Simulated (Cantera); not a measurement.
An isothermal, constant-pressure homogeneous reactor starts with C2H6 : N2 = 1 : 2.3 (molar parts), at 1848 K and 0.0900 Torr.

Computed with Cantera and GRI-Mech 3.0 (53 species, 325 reactions). GRI-Mech 3.0 stops at C3 and has no aromatics, soot or wall deposition, so with more carbon than oxygen in the feed, carbon stays in small species such as C2H2 where larger ones or solid carbon would form. Radical loss at walls, strong at low pressure, is not modelled.

x: mole fraction; the columns are a selection and need not sum to one.

```
t (s)      x C2H6     x CH4   x HCN    x C2H2     x CH3
--------  -------  --------  ------  --------  --------
1.00e-6     0.303   1.03e-9  <1e-12    <1e-12   5.03e-5
6.99e-6     0.303   5.03e-8  <1e-12    <1e-12  0.000351
4.89e-5     0.301   2.44e-6  <1e-12    <1e-12   0.00245
0.000342    0.292  0.000116  <1e-12  9.62e-10    0.0166
0.00239     0.228   0.00450     [?]   8.56e-6    0.0863
0.0167     0.0129    0.0618     [?]    0.0287     0.125
0.117     3.90e-5    0.0663     [?]     0.148    0.0139
0.818     5.83e-6    0.0451     [?]     0.172   0.00391
5.72      9.78e-7    0.0195     [?]     0.182   0.00154
40.0      1.24e-8   0.00129     [?]     0.188  0.000243
```

**Question.** Fill in the missing entries.

**Answer.** 
- 0.00239, x HCN: 2.68e-8
- 0.0167, x HCN: 4.16e-6
- 0.117, x HCN: 1.07e-5
- 0.818, x HCN: 1.23e-5
- 5.72, x HCN: 1.48e-5
- 40.0, x HCN: 3.24e-5
